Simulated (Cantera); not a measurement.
Equilibrium for iron carbonyl, mercury and lead vapours: PbO + CO + H₂

Input: 1 mol PbO, 2.5 mol CO, 91 mol H₂, equilibrated at 675 °C and 0.00140 bar.

Equilibrium computed with Cantera from the NASA thermochemical tables; the gas is ideal and each condensed phase is pure. Candidate condensed phases: C, C₆H₆, C₇H₈, C₈H₁₈, H₂O, Pb, PbO, PbO₂, Pb₃O₄; 113 gas species. Rates play no part.

```json
{
  "x(H₂)": "0.960",
  "x(CO)": "0.0261",
  "x(H₂O)": "0.0102",
  "x(Pb)": "0.00343",
  "x(CO₂)": "0.000500",
  "n(Pb(l))": "0.678 mol",
  "gas_amount": "93.82 mol",
  "log10 activity of C(graphite) (absent)": "-2.48",
  "log10 activity of PbO₂(s) (absent)": "-20.61"
}
```
